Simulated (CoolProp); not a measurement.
Vapour pressure (kPa) of R143a: the reference equation beside estimates from Tc = 345.9 K, pc = 3762 kPa, ω = 0.261.

Values from CoolProp's reference Helmholtz-energy equation of state, Lemmon and Jacobsen 2000.

```tsv
T (K)	reference	Lee-Kesler	van der Waals	Soave-Redlich-Kwong	Peng-Robinson
169.8	2.463	2.230	92.28	2.295	2.496
182.5	7.231	6.703	149.2	6.852	7.260
195.1	17.93	16.99	226.7	17.24	17.91
207.8	39.36	38.02	329.4	38.34	39.20
220.5	77.84	76.41	459.9	76.67	77.46
233.2	141.4	140.5	621.2	140.6	140.8
245.9	239.6	240.2	816.1	240.0	238.8
258.6	383.4	386.3	1047	386.5	382.8
271.3	584.8	590.5	1316	592.4	585.2
283.9	854.5	862.8	1623	868.7	857.3
296.6	1211	1221	1974	1234	1218
309.3	1670	1680	2369	1702	1682
322	2248	2258	2809	2287	2267
```

Absolute difference from the reference over all 13 rows, mean and median: Lee-Kesler 2.5 and 1.0 %, van der Waals 700.0 and 240.6 %, Soave-Redlich-Kwong 2.3 and 1.7 %, Peng-Robinson 0.5 and 0.4 %.
